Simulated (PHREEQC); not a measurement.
0.012 g of hydrous ferric oxide (600 m²/g; 0.2 weak and 0.005 strong sites per Fe, Dzombak-Morel constants, diffuse double layer) in 1 kg of water with 0.001 mol/kgw of an inert sodium salt and 1.7e-07 mol/kgw MgCl2, at 25 °C; the pH is set by adding NaOH or the inert anion's acid. Oxygen alone is held at its pressure in air (log pO2 = -0.68). The system is closed to CO2. Precipitation was switched off in this run.

Computed with PHREEQC (ion-association model, wateq4f.dat).

### Question
Predict Mg sorbed (%), surface charge σ (C/m²), surface potential ψ (mV) at pH = 5, 8, 9.5, 11.5.

### Answer
| pH | Mg sorbed (%) | surface charge σ (C/m²) | surface potential ψ (mV) |
|---|---|---|---|
| 5 | 0.0 | 0.050 | 169 |
| 8 | 3.4 | 0.000 | 6 |
| 9.5 | 96.8 | -0.008 | -79 |
| 11.5 | 100.0 | -0.106 | -170 |

Complexes and solids missing from the database can't appear.
